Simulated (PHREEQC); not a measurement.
Consider water at 70 °C with 0.64 mol/kgw MgCl2, 0.11 mol/kgw K2SO4 and 1.3 mol/kgw NaCl. Closed to the air; pH follows from the charge balance.

The numbers come from PHREEQC with the Pitzer model, pitzer.dat.

| Quantity | Value |
|---|---|
| ionic strength | 3.55 mol/kgw |
| activity of water | 0.912 |
| density | 1.082 g/cm³ |
| osmotic coefficient | 1.056 |

```
species  molality  activity   log γ
-------  --------  --------  ------
Cl-          2.58      1.51  -0.233
Na+          1.30      1.15  -0.052
Mg+2        0.640     0.224  -0.457
K+          0.220     0.141  -0.194
SO4-2       0.110   0.00159  -1.841
MgOH+     4.63e-6   3.37e-6  -0.137
HSO4-     2.86e-6   1.64e-6  -0.242
H+        2.00e-6   2.85e-6   0.153
OH-       2.27e-7   5.18e-8  -0.641
```

No solid was allowed to form. At this temperature some constants are extrapolated from 25 °C, and those without enthalpy data are left unchanged.
